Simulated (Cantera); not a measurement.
What does this Cantera script print?

```python
import numpy as np
import cantera as ct

gas = ct.Solution("gri30.yaml")
gas.TPX = 1523, 240000, {'CH4': 1, 'CO2': 1.9, 'H2': 0.58}
reactor = ct.IdealGasConstPressureReactor(gas, energy="off", clone=False)
net = ct.ReactorNet([reactor])
net.rtol, net.atol = 1e-08, 1e-18
show = ['CH4', 'CO2', 'H2', 'H2O2', 'HO2', 'CH3', 'H']
times = np.geomspace(1e-06, 200, 15)

steps = ct.SolutionArray(gas, extra=["t"])
rows = []
print(f"{'t/s':>10s}{'T/K':>9s}{'P/Pa':>11s}" + "".join(f"{s:>11s}" for s in show))
for t in times:
    while net.time < t:
        t_next = net.step()
        steps.append(gas.state, t=t_next)
    rows.append([np.interp(t, steps.t, y) for y in (steps.T, steps.P, *steps(*show).X.T)])
    print(f"{t:10.3e}{rows[-1][0]:9.1f}{rows[-1][1]:11.4g}" + "".join(f"{x:11.3e}" for x in rows[-1][2:]))
rate = np.gradient(steps.T, steps.t)
print("integrator steps:", len(steps.t))
if steps.T.max() > steps.T[0] + 200:
    print(f"time of steepest temperature rise: {steps.t[rate.argmax()]:.4e} s")
gas.TPX = 1523, 240000, {'CH4': 1, 'CO2': 1.9, 'H2': 0.58}
gas.equilibrate("TP")
print(f"equilibrium (TP): T = {gas.T:.1f} K  " + "  ".join(f"{s} {gas[s].X[0]:.3e}" for s in show))
```

Result:

```
       t/s      T/K       P/Pa        CH4        CO2         H2       H2O2        HO2        CH3          H
 1.000e-06   1523.0    2.4e+05  2.874e-01  5.460e-01  1.667e-01  4.116e-19  7.577e-18  9.140e-07  5.742e-08
 3.917e-06   1523.0    2.4e+05  2.874e-01  5.460e-01  1.667e-01  5.518e-18  5.403e-17  3.667e-06  1.352e-07
 1.534e-05   1523.0    2.4e+05  2.873e-01  5.460e-01  1.667e-01  7.112e-17  4.309e-16  1.430e-05  4.355e-07
 6.009e-05   1523.0    2.4e+05  2.873e-01  5.459e-01  1.667e-01  5.799e-16  1.931e-15  4.851e-05  1.404e-06
 2.354e-04   1523.0    2.4e+05  2.871e-01  5.458e-01  1.666e-01  1.454e-15  2.944e-15  8.301e-05  2.382e-06
 9.218e-04   1523.0    2.4e+05  2.864e-01  5.451e-01  1.665e-01  2.255e-15  3.397e-15  1.055e-04  3.025e-06
 3.611e-03   1523.0    2.4e+05  2.837e-01  5.415e-01  1.658e-01  3.253e-15  3.813e-15  1.213e-04  3.496e-06
 1.414e-02   1523.0    2.4e+05  2.726e-01  5.259e-01  1.647e-01  4.918e-15  4.396e-15  1.192e-04  3.556e-06
 5.539e-02   1523.0    2.4e+05  2.332e-01  4.671e-01  1.629e-01  1.425e-14  5.724e-15  1.078e-04  3.718e-06
 2.170e-01   1523.0    2.4e+05  1.368e-01  3.106e-01  1.496e-01  7.884e-14  6.402e-15  7.656e-05  4.137e-06
 8.498e-01   1523.0    2.4e+05  4.906e-02  1.697e-01  1.677e-01  1.986e-13  4.730e-15  3.493e-05  5.903e-06
 3.328e+00   1523.0    2.4e+05  3.948e-02  1.234e-01  2.243e-01  1.077e-13  2.159e-15  2.532e-05  7.103e-06
 1.304e+01   1523.0    2.4e+05  2.849e-02  8.362e-02  2.901e-01  4.611e-14  8.455e-16  1.600e-05  8.046e-06
 5.106e+01   1523.0    2.4e+05  1.094e-02  6.170e-02  3.390e-01  2.578e-14  4.481e-16  5.692e-06  8.710e-06
 2.000e+02   1523.0    2.4e+05  1.343e-03  5.488e-02  3.582e-01  2.098e-14  3.568e-16  6.811e-07  8.967e-06
integrator steps: 1622
equilibrium (TP): T = 1523.0 K  CH4 3.826e-06  CO2 5.409e-02  H2 3.606e-01  H2O2 2.056e-14  HO2 3.481e-16  CH3 1.938e-09  H 9.021e-06
```

Model: GRI-Mech 3.0 (53 species, 325 reactions), integrated in Cantera.
